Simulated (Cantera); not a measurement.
Mixture: 7.27 % CH4, 0.530 % H2, 18.7 % O2, 70.4 % N2, 3.05 % CO2, at 2.76 atm, adiabatic and at constant volume. Ignition delay is the time to a rise of 400 K.

Detailed kinetics in Cantera: GRI-Mech 3.0 (53 species, 325 reactions).

At T0 = 1598 K, what is the delay, and which 6 reactions control it most (d ln τ / d ln k, from doubling and halving each rate constant)?

The delay is 0.150 ms.
```csv
reaction,d ln τ / d ln k,faster rate
H + O2 <=> O + OH,-0.46,shortens it
CH3 + O2 <=> CH3O + O,-0.37,shortens it
2 CH3 (+M) <=> C2H6 (+M),0.28,lengthens it
CH4 + H <=> CH3 + H2,0.20,lengthens it
CH3 + HO2 <=> CH3O + OH,-0.17,shortens it
CH4 + OH <=> CH3 + H2O,0.13,lengthens it
```
